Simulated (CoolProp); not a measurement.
Properties of R1132(E) along the isobar 10.9 bar.

Computed with CoolProp (reference Helmholtz-energy equation of state, Akasaka 2024).

| T (°C) | phase | density (kg/m³) | cp (kJ/(kg K)) | expansivity (1/kK) |
|---|---|---|---|---|
| 22.95 | gas | 33.14 | 1.137 | 5.682 |
| 33.35 | gas | 31.34 | 1.119 | … |
| 43.75 | gas | 29.79 | … | … |
| 54.15 | gas | 28.43 | 1.107 | 4.306 |
| 64.55 | gas | 27.23 | 1.108 | 4.015 |
| 74.95 | gas | 26.15 | 1.112 | 3.771 |
| 85.25 | gas | 25.18 | 1.118 | 3.565 |
| 95.65 | gas | 24.29 | 1.126 | 3.384 |
| 106.05 | gas | 23.47 | 1.136 | 3.225 |
| 116.45 | gas | 22.71 | 1.147 | … |
| 126.85 | gas | 22.01 | 1.158 | 2.958 |

Task: What belongs in the gaps?

Result: 
- 33.35, expansivity (1/kK): 5.104
- 43.75, cp (kJ/(kg K)): 1.110
- 43.75, expansivity (1/kK): 4.660
- 116.45, expansivity (1/kK): 3.085
